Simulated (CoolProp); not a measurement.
Vapour-liquid equilibrium of ammonia (1) + benzene (2) at 23.25 °C; x and y are mole fractions of (1).

The numbers come from the multi-fluid Helmholtz-energy mixture model, Gao 2020 and Thol 2012; pair parameters Bell 2016 in CoolProp.

```csv
x,"bubble pressure, mixture model (kPa)","bubble pressure, Raoult's law (kPa)","y, mixture model","y, Raoult's law"
0.05,142.5,58.60,0.918,0.810
0.125,?,129.0,?,0.921
0.2,463.4,199.3,0.975,0.953
0.275,569.6,269.7,0.980,0.969
0.35,642.1,340.0,?,0.978
0.425,688.4,410.4,0.984,0.984
0.5,717.5,480.7,?,0.988
0.575,?,551.1,0.986,0.991
0.65,?,621.4,0.987,0.993
0.725,?,691.8,0.988,0.995
0.8,807.4,762.1,0.989,0.997
0.875,848.5,832.5,?,0.998
0.95,903.9,902.8,0.996,0.999
```

Question: Complete the blanks.

Answer: 
- 0.125, bubble pressure, mixture model (kPa): 319.7
- 0.125, y, mixture model: 0.964
- 0.35, y, mixture model: 0.983
- 0.5, y, mixture model: 0.985
- 0.575, bubble pressure, mixture model (kPa): 737.7
- 0.65, bubble pressure, mixture model (kPa): 755.9
- 0.725, bubble pressure, mixture model (kPa): 777.7
- 0.875, y, mixture model: 0.992

The largest gap from Raoult's law is +147.8 % in bubble pressure, at x = 0.125. No azeotrope shows between x = 0.05 and 0.95.

Pair parameters are fitted to limited data, so mixtures are less certain than the pure fluids. With so large a gap from Raoult's law the liquid may split in two, which this calculation doesn't test in full.
